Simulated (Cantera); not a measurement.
Cantera run, input and output.

```python
import numpy as np
import cantera as ct

gas = ct.Solution("h2o2.yaml")
gas.TPX = 1325, 101325, {'H2': 1, 'O2': 0.227, 'N2': 0.855}
reactor = ct.IdealGasConstPressureReactor(gas, energy="on", clone=False)
net = ct.ReactorNet([reactor])
net.rtol, net.atol = 1e-08, 1e-16
show = ['H2', 'O2', 'H', 'OH', 'H2O2', 'H2O', 'O']
times = np.geomspace(1e-05, 0.1, 12)

steps = ct.SolutionArray(gas, extra=["t"])
rows = []
print(f"{'t/s':>10s}{'T/K':>9s}{'P/Pa':>11s}" + "".join(f"{s:>11s}" for s in show))
for t in times:
    while net.time < t:
        t_next = net.step()
        steps.append(gas.state, t=t_next)
    rows.append([np.interp(t, steps.t, y) for y in (steps.T, steps.P, *steps(*show).X.T)])
    print(f"{t:10.3e}{rows[-1][0]:9.1f}{rows[-1][1]:11.4g}" + "".join(f"{x:11.3e}" for x in rows[-1][2:]))
rate = np.gradient(steps.T, steps.t)
print("integrator steps:", len(steps.t))
if steps.T.max() > steps.T[0] + 200:
    print(f"time of steepest temperature rise: {steps.t[rate.argmax()]:.4e} s")
gas.TPX = 1325, 101325, {'H2': 1, 'O2': 0.227, 'N2': 0.855}
gas.equilibrate("HP")
print(f"equilibrium (HP): T = {gas.T:.1f} K  " + "  ".join(f"{s} {gas[s].X[0]:.3e}" for s in show))
```

It prints:

```
       t/s      T/K       P/Pa         H2         O2          H         OH       H2O2        H2O          O
 1.000e-05   1325.0  1.013e+05  4.803e-01  1.090e-01  9.780e-06  4.387e-07  2.068e-08  1.089e-05  6.745e-07
 2.310e-05   1343.8  1.013e+05  4.631e-01  1.023e-01  1.005e-02  4.951e-04  1.210e-06  1.229e-02  6.870e-04
 5.337e-05   2130.6  1.013e+05  2.377e-01  1.290e-03  1.007e-01  1.125e-02  1.636e-07  2.127e-01  3.378e-03
 1.233e-04   2444.4  1.013e+05  2.619e-01  5.071e-04  5.830e-02  9.654e-03  5.864e-08  2.239e-01  1.427e-03
 2.848e-04   2614.6  1.013e+05  2.747e-01  2.006e-04  3.540e-02  6.993e-03  3.445e-08  2.314e-01  5.816e-04
 6.579e-04   2670.7  1.013e+05  2.789e-01  1.258e-04  2.781e-02  5.797e-03  2.659e-08  2.341e-01  3.698e-04
 1.520e-03   2674.6  1.013e+05  2.792e-01  1.212e-04  2.728e-02  5.707e-03  2.600e-08  2.343e-01  3.565e-04
 3.511e-03   2674.7  1.013e+05  2.792e-01  1.212e-04  2.728e-02  5.707e-03  2.600e-08  2.343e-01  3.565e-04
 8.111e-03   2674.7  1.013e+05  2.792e-01  1.212e-04  2.728e-02  5.707e-03  2.600e-08  2.343e-01  3.565e-04
 1.874e-02   2674.7  1.013e+05  2.792e-01  1.212e-04  2.728e-02  5.707e-03  2.600e-08  2.343e-01  3.565e-04
 4.329e-02   2674.7  1.013e+05  2.792e-01  1.212e-04  2.728e-02  5.707e-03  2.600e-08  2.343e-01  3.565e-04
 1.000e-01   2674.7  1.013e+05  2.792e-01  1.212e-04  2.728e-02  5.707e-03  2.600e-08  2.343e-01  3.565e-04
integrator steps: 1251
time of steepest temperature rise: 2.8073e-05 s
equilibrium (HP): T = 2674.7 K  H2 2.792e-01  O2 1.212e-04  H 2.728e-02  OH 5.707e-03  H2O2 2.600e-08  H2O 2.343e-01  O 3.565e-04
```

Model: the H2/O2 subset of GRI-Mech 3.0, which has no nitrogen chemistry, integrated in Cantera.
